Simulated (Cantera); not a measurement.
Charge: 1 mol SiCl4, 8.3 mol NH3, 0.75 mol H2, held at 11000 Pa.

These are equilibrium values from Cantera (NASA tables, ideal gas, pure condensed phases), not measurements of a reactor. Candidate condensed phases: NH4Cl, Si, Si3N4; 28 gas species. The tables' values for SiCl3, SiCl are old estimates; treat these amounts as uncertain. Gases not in the tables: Si2H6 and higher silanes. The numbers say what is thermodynamically allowed, not how fast it happens.

x: gas mole fraction; n: condensed amount in mol.

| T (K) | x H2 | x N2 | x HCl | x SiCl2 | x H | n Si3N4(s) | n Si(l) |
|---|---|---|---|---|---|---|---|
| 1273 | 0.602 | 0.187 | 0.209 | 9.67e-5 | ? | 0.325 | 0 |
| 1348 | 0.602 | 0.188 | 0.209 | 0.000382 | ? | 0.323 | 0 |
| 1423 | 0.603 | 0.188 | 0.207 | 0.00128 | ? | 0.317 | 0 |
| 1498 | 0.604 | 0.189 | 0.201 | 0.00362 | ? | 0.301 | 0 |
| 1573 | 0.607 | 0.192 | 0.190 | 0.00861 | ? | 0.269 | 0 |
| 1648 | 0.612 | 0.197 | 0.172 | 0.0170 | ? | 0.216 | 0 |
| 1723 | 0.618 | 0.203 | 0.149 | 0.0280 | ? | 0.146 | 0 |
| 1798 | 0.624 | 0.209 | 0.125 | 0.0399 | ? | 0.0698 | 0 |
| 1873 | 0.628 | 0.214 | 0.105 | 0.0492 | ? | 0 | 0.0229 |
| 1948 | 0.626 | 0.214 | 0.108 | 0.0477 | ? | 0 | 0.0484 |

**Question.** Complete the blanks.

**Answer.** 
- 1273, x H: 1.67e-6
- 1348, x H: 5.41e-6
- 1423, x H: 1.55e-5
- 1498, x H: 4.03e-5
- 1573, x H: 9.55e-5
- 1648, x H: 0.000210
- 1723, x H: 0.000432
- 1798, x H: 0.000839
- 1873, x H: 0.00154
- 1948, x H: 0.00269
